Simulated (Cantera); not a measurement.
Input (Python, Cantera):

```python
import numpy as np
import cantera as ct

gas = ct.Solution("gri30.yaml")
gas.TPX = 548, 100000, {'CH4': 1, 'O2': 2.9, 'N2': 10.9}
flame = ct.FreeFlame(gas, width=0.04)
flame.set_refine_criteria(ratio=3, slope=0.08, curve=0.16)
flame.transport_model = "mixture-averaged"
flame.solve(loglevel=0, auto=True)
flame.transport_model = "multicomponent"
flame.soret_enabled = True
flame.solve(loglevel=0, refine_grid=True)
z, T = flame.grid, flame.T
thick = (T[-1] - T[0]) / np.gradient(T, z).max()
show = ['CH4', 'O2', 'NO2', 'C2H4', 'CH2', 'CH2O']
print(f"laminar burning velocity  {flame.velocity[0] * 100:.3f} cm/s")
print(f"burnt temperature         {T[-1]:.1f} K")
print(f"thermal thickness         {thick * 1e3:.4f} mm")
print(f"grid points               {len(z)}")
z0 = z[flame.heat_release_rate.argmax()]
print(f"{'z/mm':>9s}{'T/K':>9s}{'u/(m/s)':>9s}" + "".join(f"{s:>11s}" for s in show))
rows = []
for k in (-3, -2, -1.5, -1, -0.5, -0.25, 0, 0.25, 0.5, 1, 2, 4, 8):
    zz = z0 + k * thick
    rows.append([k * thick, np.interp(zz, z, T), np.interp(zz, z, flame.velocity),
                 *(np.interp(zz, z, flame.X[gas.species_index(s)]) for s in show)])
    print(f"{rows[-1][0] * 1e3:9.3f}{rows[-1][1]:9.1f}{rows[-1][2]:9.3f}" + "".join(f"{x:11.3e}" for x in rows[-1][3:]))
```

Output:

```
laminar burning velocity  68.338 cm/s
burnt temperature         2005.5 K
thermal thickness         0.4564 mm
grid points               132
     z/mm      T/K  u/(m/s)        CH4         O2        NO2       C2H4        CH2       CH2O
   -1.369    548.3    0.684  6.750e-02  1.959e-01  8.791e-11  1.961e-08  1.295e-17  2.249e-07
   -0.913    551.2    0.688  6.715e-02  1.957e-01  1.085e-09  2.684e-07  3.907e-15  3.017e-06
   -0.685    561.0    0.701  6.623e-02  1.951e-01  5.210e-09  1.451e-06  2.127e-13  1.575e-05
   -0.456    617.9    0.773  6.210e-02  1.914e-01  3.090e-08  1.236e-05  4.367e-11  1.190e-04
   -0.228    925.6    1.167  4.419e-02  1.660e-01  4.637e-08  1.128e-04  6.007e-08  6.913e-04
   -0.114   1252.7    1.589  2.487e-02  1.341e-01  1.679e-08  2.108e-04  2.446e-06  8.811e-04
    0.000   1576.8    2.008  5.944e-03  9.670e-02  5.173e-09  1.055e-04  1.621e-05  5.170e-04
    0.114   1714.9    2.181  4.068e-04  7.645e-02  2.081e-09  3.964e-06  3.294e-06  6.459e-05
    0.228   1767.4    2.240  1.589e-05  6.981e-02  2.215e-09  4.935e-08  1.662e-07  2.945e-06
    0.456   1832.9    2.311  2.993e-08  6.551e-02  3.023e-09  1.430e-11  4.202e-10  6.376e-09
    0.913   1903.0    2.390  6.234e-13  6.301e-02  4.751e-09  2.274e-16  1.206e-14  3.800e-12
    1.826   1957.8    2.451 -1.240e-15  6.177e-02  8.101e-09 -2.313e-15 -3.009e-16  9.577e-13
    3.651   1989.1    2.486 -3.236e-16  6.130e-02  1.264e-08 -6.019e-16 -5.157e-17  1.902e-13
```

Model: GRI-Mech 3.0 (53 species, 325 reactions), integrated in Cantera. Burning velocities carry a grid error of a few per cent, more on coarse grids.
